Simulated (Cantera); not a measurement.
What does this Cantera script print?

```python
import numpy as np
import cantera as ct

gas_names = [...]  # 113 gases of nasa_gas.yaml made of C, H, O, Pb
cond_names = """
    C(gr) C6H6(L) C7H8(L) C8H18(L),n-octa H2O(s) H2O(L) Pb(cr) Pb(L) PbO(rd) PbO(yw) PbO(L) PbO2(s)
    Pb3O4(s)
""".split()


# ... load() reads the species with a 1 bar reference pressure and builds the phases ...
atoms = {
    'PbO': {'Pb': 1, 'O': 1},
    'CO': {'C': 1, 'O': 1},
    'H2': {'H': 2},
}
top_T = {'C(gr)': 4500, 'Pb3O4(s)': 820}  # K; cautious upper limits of use, not melting points


# ... equilibrate(T, P, feed) seeds the gas with the atoms and calls Mixture.equilibrate('TP', solver="vcs", rtol=1e-11, max_steps=5000) ...
results = []
feed = {'PbO': 1, 'CO': 2, 'H2': 2.4}  # mol
T = 873.15  # K
P = 460  # Pa
mix = equilibrate(T, P, feed)
results.append((T, P, feed, dict(zip(mix.species_names, mix.species_moles))))
x = sorted(zip(gas.X, gas.species_names), reverse=True)
print(f"T = {T:g} K  P = {P:g} Pa  gas = {mix.phase_moles(0):.4g} mol")
print("   x: " + "  ".join(f"{s} {v:.3e}" for v, s in x if v > 0.0001))
print("   condensed (mol): " + ("  ".join(f"{mix.phase(i).name} {mix.phase_moles(i):.4g}"
      for i in range(1, mix.n_phases) if mix.phase_moles(i) > 1e-12) or "none"))
```

Result:

```
T = 873.15 K  P = 460 Pa  gas = 4.4 mol
   x: H2 4.635e-01  CO 3.090e-01  CO2 1.454e-01  H2O 8.182e-02  Pb 1.389e-04
   condensed (mol): Pb(L) 0.9994
```

These are equilibrium values from Cantera (NASA tables, ideal gas, pure condensed phases), not measurements of a reactor.
